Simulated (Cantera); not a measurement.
Cantera run, input and output.

```python
import numpy as np
import cantera as ct

gas = ct.Solution("h2o2.yaml")
gas.TPX = 1025, 500000, {'H2': 1, 'O2': 0.312, 'N2': 1.17, 'H2O': 0.47}
reactor = ct.IdealGasReactor(gas, energy="on", clone=False)
net = ct.ReactorNet([reactor])
net.rtol, net.atol = 1e-08, 1e-16
show = ['H2', 'O2', 'H2O', 'HO2', 'H2O2', 'O', 'H']
times = np.geomspace(1e-06, 0.3, 10)

steps = ct.SolutionArray(gas, extra=["t"])
rows = []
print(f"{'t/s':>10s}{'T/K':>9s}{'P/Pa':>11s}" + "".join(f"{s:>11s}" for s in show))
for t in times:
    while net.time < t:
        t_next = net.step()
        steps.append(gas.state, t=t_next)
    rows.append([np.interp(t, steps.t, y) for y in (steps.T, steps.P, *steps(*show).X.T)])
    print(f"{t:10.3e}{rows[-1][0]:9.1f}{rows[-1][1]:11.4g}" + "".join(f"{x:11.3e}" for x in rows[-1][2:]))
rate = np.gradient(steps.T, steps.t)
print("integrator steps:", len(steps.t))
if steps.T.max() > steps.T[0] + 200:
    print(f"time of steepest temperature rise: {steps.t[rate.argmax()]:.4e} s")
gas.TPX = 1025, 500000, {'H2': 1, 'O2': 0.312, 'N2': 1.17, 'H2O': 0.47}
gas.equilibrate("UV")
print(f"equilibrium (UV): T = {gas.T:.1f} K  " + "  ".join(f"{s} {gas[s].X[0]:.3e}" for s in show))
```

Result:

```
       t/s      T/K       P/Pa         H2         O2        H2O        HO2       H2O2          O          H
 1.000e-06   1025.0      5e+05  3.388e-01  1.057e-01  1.592e-01  4.737e-10  3.842e-13  4.039e-12  5.648e-11
 4.060e-06   1025.0      5e+05  3.388e-01  1.057e-01  1.592e-01  2.156e-09  7.455e-12  4.478e-12  5.915e-11
 1.649e-05   1025.0      5e+05  3.388e-01  1.057e-01  1.592e-01  9.020e-09  1.295e-10  4.699e-12  6.205e-11
 6.694e-05   1025.0      5e+05  3.388e-01  1.057e-01  1.592e-01  3.728e-08  2.132e-09  5.671e-12  7.489e-11
 2.718e-04   1025.0      5e+05  3.388e-01  1.057e-01  1.592e-01  1.648e-07  3.414e-08  1.106e-11  1.461e-10
 1.104e-03   1025.0      5e+05  3.388e-01  1.057e-01  1.592e-01  1.386e-06  7.135e-07  7.917e-11  1.045e-09
 4.481e-03   1029.3  5.019e+05  3.383e-01  1.054e-01  1.597e-01  4.635e-05  1.207e-04  7.697e-09  1.002e-07
 1.820e-02   2694.3  1.182e+06  1.412e-01  1.447e-04  4.072e-01  3.633e-07  1.749e-07  1.241e-04  6.124e-03
 7.388e-02   2694.3  1.182e+06  1.412e-01  1.447e-04  4.072e-01  3.633e-07  1.749e-07  1.241e-04  6.124e-03
 3.000e-01   2694.3  1.182e+06  1.412e-01  1.447e-04  4.072e-01  3.633e-07  1.749e-07  1.241e-04  6.124e-03
integrator steps: 1673
time of steepest temperature rise: 7.1249e-03 s
equilibrium (UV): T = 2694.3 K  H2 1.412e-01  O2 1.447e-04  H2O 4.072e-01  HO2 3.633e-07  H2O2 1.749e-07  O 1.241e-04  H 6.124e-03
```

Computed with Cantera and the H2/O2 subset of GRI-Mech 3.0, which has no nitrogen chemistry. The hydrogen kinetics of GRI-Mech 3.0 are dated; newer H2 mechanisms differ, most at raised pressure.
